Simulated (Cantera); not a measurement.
## Si + HBr (silicon etching in halogen gases)

Charge: 1 mol Si, 27 mol HBr, equilibrated at 45.0 Torr.

Equilibrium computed with Cantera from the NASA thermochemical tables; the gas is ideal and each condensed phase is pure. Candidate condensed phases: Br2, Si; 19 gas species. The tables' values for SiBr3 are old estimates; treat these amounts as uncertain. Kinetics and transport are ignored.

| T (°C) | x HBr | x H2 | x Br | x SiBr4 | x SiBr2 | x SiBr3 | x Br2 | x SiHBr3 |
|---|---|---|---|---|---|---|---|---|
| 177 | 0.885 | 0.0769 | <1e-12 | 0.0385 | <1e-12 | <1e-12 | <1e-12 | 3.53e-10 |
| 327 | 0.885 | 0.0769 | 2.77e-10 | 0.0385 | <1e-12 | 4.92e-12 | 8.64e-10 | 4.65e-8 |
| 477 | 0.885 | 0.0769 | 1.16e-7 | 0.0385 | 2.33e-12 | 5.29e-9 | 6.16e-8 | 8.18e-7 |
| 627 | 0.885 | 0.0769 | 6.59e-6 | 0.0385 | 4.32e-9 | 5.36e-7 | 1.08e-6 | 5.38e-6 |
| 777 | 0.884 | 0.0770 | 0.000120 | 0.0384 | 8.92e-7 | 1.42e-5 | 8.51e-6 | 2.03e-5 |
| 927 | 0.883 | 0.0773 | 0.00106 | 0.0382 | 4.71e-5 | 0.000162 | 3.99e-5 | 5.46e-5 |
| 1077 | 0.878 | 0.0780 | 0.00577 | 0.0362 | 0.000975 | 0.00103 | 0.000131 | 0.000113 |
| 1227 | 0.863 | 0.0769 | 0.0225 | 0.0260 | 0.00814 | 0.00335 | 0.000339 | 0.000150 |
| 1377 | 0.819 | 0.0800 | 0.0644 | 0.00887 | 0.0231 | 0.00416 | 0.000650 | 9.24e-5 |
x: gas mole fraction; nothing condenses.

From 177 °C to 1377 °C nothing is condensed. The main Si-bearing gas is SiBr4 at 177 °C and SiBr2 at 1377 °C.
